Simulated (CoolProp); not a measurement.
Vapour-liquid equilibrium of propylene (1) + propane (2) at 169 kPa; x and y are mole fractions of (1).

Values from CoolProp's multi-fluid Helmholtz-energy mixture model, Lemmon 2013 and Lemmon 2009; pair parameters Bell 2016.

### Question
Give the bubble temperature and the first vapour's composition at x = 0.55, 0.65, 0.85. Is there an azeotrope?

### Answer
x = 0.55: 239.3 K, y = 0.602; x = 0.65: 238.8 K, y = 0.692; x = 0.85: 237.9 K, y = 0.868. No azeotrope shows between x = 0.05 and 0.95.

Pair parameters are fitted to limited data, so mixtures are less certain than the pure fluids.
